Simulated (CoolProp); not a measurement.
Nitrous oxide at several states: fugacity coefficient from the reference equation and from simpler models built on Tc = 309.5 K, pc = 7245 kPa, ω = 0.161; each cubic takes its own stable root.

Values from CoolProp's reference Helmholtz-energy equation of state, Lemmon 2006. It is a short technical equation, of lower accuracy than the large ones.

```csv
T (K),p (kPa),phase,reference
219,3310,liquid,0.1622
484.8,33700,supercritical,0.7746
389.1,22.3,gas,0.9995
274,65.5,gas,0.9954
320.2,82.9,gas,0.9964
275.5,7820,liquid,0.3604
```

Problem. How far does each simpler model (van der Waals, Redlich-Kwong, Peng-Robinson) lie from the reference over these 6 states: mean and median of the absolute difference, and the worst?

Solution. 
- van der Waals: mean 34.0 %, median 4.8 %, worst +160.6 % at 219 K and 3310 kPa
- Redlich-Kwong: mean 6.4 %, median 1.8 %, worst +25.6 % at 219 K and 3310 kPa
- Peng-Robinson: mean 0.3 %, median 0.0 %, worst -0.9 % at 275.5 K and 7820 kPa
